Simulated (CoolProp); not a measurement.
Aqueous methanol as a coolant, at -18 °C, 1 atm.

Computed with CoolProp (Melinder's fits for secondary coolants).

```
mass %  freezing point (°C)  Prandtl number  conductivity (W/(m K))  viscosity (mPa s)  cp (kJ/(kg K))
------  -------------------  --------------  ----------------------  -----------------  --------------
24.1                  -19.2            73.1                   0.426               8.05           3.870
28.9                  -24.4            76.7                   0.408               8.37           3.737
33.7                  -30.2            77.9                   0.390               8.40           3.616
38.5                  -36.6            76.7                   0.373               8.16           3.504
43.3                  -43.6            73.6                   0.356               7.72           3.397
48.1                  -51.3            68.8                   0.341               7.13           3.289
52.9                  -59.6            63.1                   0.326               6.48           3.176
57.7                  -68.5            57.1                   0.312               5.82           3.057
```
